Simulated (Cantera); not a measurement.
Adiabatic ignition

An adiabatic, constant-volume homogeneous reactor starts with 3.79 % CH4, 19.4 % O2, 73.1 % N2, 3.67 % H2O, equivalence ratio 0.39, at 1800 K and 1.70 bar.

Computed with Cantera and GRI-Mech 3.0 (53 species, 325 reactions).

```tsv
t (s)	T (K)	P (bar)	x CH4	x O2	x H2O	x NO	x HO2	x CO2
3.00e-6	1800	1.70	0.0378	0.194	0.0368	1.72e-12	3.15e-6	3.03e-9
7.54e-6	1800	1.70	0.0378	0.194	0.0368	6.67e-12	6.99e-6	4.21e-8
1.89e-5	1800	1.70	0.0375	0.194	0.0369	3.44e-11	1.59e-5	8.94e-7
4.75e-5	1819	1.72	0.0326	0.191	0.0406	7.69e-10	0.000123	9.06e-5
0.000119	2572	2.46	<1e-12	0.114	0.100	0.000263	1.34e-5	0.0321
0.000300	2610	2.49	<1e-12	0.114	0.102	0.00118	1.51e-5	0.0334
0.000754	2606	2.49	<1e-12	0.113	0.102	0.00329	1.48e-5	0.0335
0.00189	2599	2.48	<1e-12	0.111	0.102	0.00761	1.44e-5	0.0336
0.00475	2588	2.47	<1e-12	0.108	0.103	0.0137	1.37e-5	0.0337
0.0119	2581	2.46	<1e-12	0.106	0.103	0.0175	1.34e-5	0.0338
0.0300	2580	2.46	<1e-12	0.106	0.103	0.0179	1.33e-5	0.0338
0.0754	2580	2.46	<1e-12	0.106	0.103	0.0179	1.33e-5	0.0338
0.189	2580	2.46	<1e-12	0.106	0.103	0.0179	1.33e-5	0.0338
0.475	2580	2.46	<1e-12	0.106	0.103	0.0179	1.33e-5	0.0338
1.19	2580	2.46	<1e-12	0.106	0.103	0.0179	1.33e-5	0.0338
3.00	2580	2.46	<1e-12	0.106	0.103	0.0179	1.33e-5	0.0338
```
x: mole fraction; the columns are a selection and need not sum to one.

| Property | Value |
|---|---|
| time of steepest temperature rise | 62.5 µs |
| temperature at 3.00 s | 2580 K |
| equilibrium temperature | 2580 K |
| x(CH4) at 3.00 s | <1e-12 (gas-phase equilibrium <1e-12) |
| x(O2) at 3.00 s | 0.106 (gas-phase equilibrium 0.106) |
| x(H2O) at 3.00 s | 0.103 (gas-phase equilibrium 0.103) |
